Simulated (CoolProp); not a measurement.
Vapour pressure (MPa) of cyclopentane: the reference equation beside estimates from Tc = 511.7 K, pc = 4.583 MPa, ω = 0.202. Clausius-Clapeyron is anchored at 406.6 K with a constant enthalpy of vaporisation of 21.96 kJ/mol.

Values from CoolProp's reference Helmholtz-energy equation of state, Gedanitz 2015.

```json
[
 {"T (K)": "380.9", "reference": "0.4985", "Lee-Kesler": "0.5019", "Clausius-Clapeyron": "0.5529", "van der Waals": "1.248", "Soave-Redlich-Kwong": "0.5023", "Peng-Robinson": "0.4980"},
 {"T (K)": "389.5", "reference": "0.6027", "Lee-Kesler": "0.6078", "Clausius-Clapeyron": "0.6444", "van der Waals": "1.390", "Soave-Redlich-Kwong": "0.6090", "Peng-Robinson": "0.6030"},
 {"T (K)": "398", "reference": "0.7209", "Lee-Kesler": "0.7279", "Clausius-Clapeyron": "0.7449", "van der Waals": "1.540", "Soave-Redlich-Kwong": "0.7303", "Peng-Robinson": "0.7223"},
 {"T (K)": "406.6", "reference": "0.8571", "Lee-Kesler": "0.8663", "Clausius-Clapeyron": "0.8571", "van der Waals": "1.702", "Soave-Redlich-Kwong": "0.8704", "Peng-Robinson": "0.8603"},
 {"T (K)": "415.1", "reference": "1.010", "Lee-Kesler": "1.021", "Clausius-Clapeyron": "0.9791", "van der Waals": "1.873", "Soave-Redlich-Kwong": "1.028", "Peng-Robinson": "1.015"},
 {"T (K)": "423.7", "reference": "1.184", "Lee-Kesler": "1.197", "Clausius-Clapeyron": "1.114", "van der Waals": "2.056", "Soave-Redlich-Kwong": "1.207", "Peng-Robinson": "1.192"},
 {"T (K)": "432.2", "reference": "1.376", "Lee-Kesler": "1.392", "Clausius-Clapeyron": "1.259", "van der Waals": "2.247", "Soave-Redlich-Kwong": "1.406", "Peng-Robinson": "1.388"},
 {"T (K)": "440.8", "reference": "1.594", "Lee-Kesler": "1.612", "Clausius-Clapeyron": "1.419", "van der Waals": "2.452", "Soave-Redlich-Kwong": "1.630", "Peng-Robinson": "1.610"},
 {"T (K)": "449.3", "reference": "1.833", "Lee-Kesler": "1.854", "Clausius-Clapeyron": "1.589", "van der Waals": "2.666", "Soave-Redlich-Kwong": "1.877", "Peng-Robinson": "1.855"},
 {"T (K)": "457.9", "reference": "2.102", "Lee-Kesler": "2.125", "Clausius-Clapeyron": "1.775", "van der Waals": "2.893", "Soave-Redlich-Kwong": "2.152", "Peng-Robinson": "2.129"},
 {"T (K)": "466.4", "reference": "2.395", "Lee-Kesler": "2.421", "Clausius-Clapeyron": "1.972", "van der Waals": "3.129", "Soave-Redlich-Kwong": "2.452", "Peng-Robinson": "2.429"},
 {"T (K)": "475", "reference": "2.724", "Lee-Kesler": "2.751", "Clausius-Clapeyron": "2.185", "van der Waals": "3.379", "Soave-Redlich-Kwong": "2.786", "Peng-Robinson": "2.762"},
 {"T (K)": "483.5", "reference": "3.082", "Lee-Kesler": "3.111", "Clausius-Clapeyron": "2.409", "van der Waals": "3.638", "Soave-Redlich-Kwong": "3.146", "Peng-Robinson": "3.125"},
 {"T (K)": "492.1", "reference": "3.482", "Lee-Kesler": "3.511", "Clausius-Clapeyron": "2.650", "van der Waals": "3.912", "Soave-Redlich-Kwong": "3.543", "Peng-Robinson": "3.526"}
]
```

Absolute difference from the reference over all 14 rows, mean and median: Lee-Kesler 1.0 and 1.1 %, Clausius-Clapeyron 11.5 and 10.9 %, van der Waals 67.0 and 58.6 %, Soave-Redlich-Kwong 1.9 and 2.0 %, Peng-Robinson 0.8 and 0.9 %.
